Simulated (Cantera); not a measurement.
A closed system holds: 1 mol Al, 2.2 mol N2, equilibrated at 0.00140 bar.

Method: chemical equilibrium by Gibbs-energy minimisation in Cantera with the NASA 1993 tables (ideal gas, pure condensed phases). Candidate condensed phases: Al, AlN; 5 gas species. Rates play no part.

Over these rows the condensed part is AlN(s). Partial pressures as log10 of bar:

```
T (K)  1000/T (1/K)  log p Al  log p N2
-----  ------------  --------  --------
1323         0.7559    -11.75     -2.85
1373         0.7283    -10.84     -2.85
1423         0.7027         ?     -2.85
1473         0.6789     -9.19     -2.85
1523         0.6566     -8.45     -2.85
1573         0.6357     -7.75     -2.85
```

Question: Fit log p(Al) = a + b·(1000/T) to the five rows, give the apparent enthalpy, and predict the row at 1423 K.

Answer: Means: 1000/T = 0.6911, log p = -9.596. Sxy = -0.332615, Sxx = 0.0099911, so b = -33.29 and a = -9.596 − (-33.29)×0.6911 = 13.41.
Apparent enthalpy: −19.145 × (-33.29) = 637 kJ/mol. With the condensed phases at unit activity, AlN(s) = Al(g) + 1/2 N2(g) links this pressure to the main gases: over the six rows their terms move log p by +0.00 in all, so the slope is close to that reaction's ΔH°. The five rows lie within 0.01 of the line.
Prediction at 1423 K: 13.41 + (-33.29)×0.7027 = -9.98. The computed value is -9.98, 0.00 from the line.
